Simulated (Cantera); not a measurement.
A diamond (100) surface in a fixed gas of H2 with x(CH4) = 0.0037, x(CH3) = 3.9e-05, at 1150 K, 7.50 Torr; coverages are run to steady state.

Model: the Harris–Goodwin 1993 mechanism for the reconstructed diamond (100) surface, integrated in Cantera.

θ: site fractions in the mechanism's names (c6HH fully hydrogenated, c6H* and c6*H radical sites, c6** diradical, c6HM methylated).

```csv
x(H),growth (µm/h),θ c6HH,θ c6H*,θ c6*H,θ c6**,θ c6HM
0.0001,0.00472,0.606,0.0255,0.362,0.00542,0.000257
0.00025,0.0112,0.537,0.0297,0.421,0.0110,0.000334
0.00062,?,0.501,0.0317,0.450,?,0.000390
0.0016,0.0365,0.484,0.0326,0.462,0.0209,0.000413
0.0039,?,0.477,0.0329,0.467,0.0229,0.000397
0.0097,0.115,0.474,0.0331,0.469,0.0238,0.000338
0.024,0.188,0.473,0.0332,0.469,0.0243,0.000243
0.06,0.264,0.472,0.0333,0.470,0.0244,0.000141
0.15,0.319,0.472,0.0335,0.470,0.0246,6.89e-5
```

Fill in the missing entries.


- 0.00062, growth (µm/h): 0.0208
- 0.00062, θ c6**: 0.0167
- 0.0039, growth (µm/h): 0.0639
